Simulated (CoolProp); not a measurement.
A simple Rankine cycle with chloromethane (R40): condensing at 311.15 K, boiler at 5.42 MPa, turbine inlet 442.9 K, turbine efficiency 0.75, pump efficiency 0.8, no recuperator. Each further row changes one setting.

The numbers come from the reference Helmholtz-energy equation of state, Thol 2014 in CoolProp.

| case | thermal efficiency (%) | net work (kJ/kg) | heat in (kJ/kg) | turbine exit temperature (K) | volume ratio over the turbine |
|---|---|---|---|---|---|
| as stated | 14.2 | 60.2 | 425 | ? | 5.71 |
| turbine inlet 462.9 K | 14.8 | 67.3 | 456 | 339.8 | 5.64 |
| condensing temperature 303.15 K | 15.3 | ? | 438 | 306.5 | 6.93 |
| boiler pressure 3.79 MPa | 12.6 | ? | 453 | 347.0 | 4.01 |
| turbine efficiency 0.65 | 12.1 | 51.3 | 425 | ? | 5.94 |

**Question.** Some entries are withheld; supply them.

**Answer.** 
- as stated, turbine exit temperature (K): 317.9
- condensing temperature 303.15 K, net work (kJ/kg): 67.0
- boiler pressure 3.79 MPa, net work (kJ/kg): 57.3
- turbine efficiency 0.65, turbine exit temperature (K): 326.0
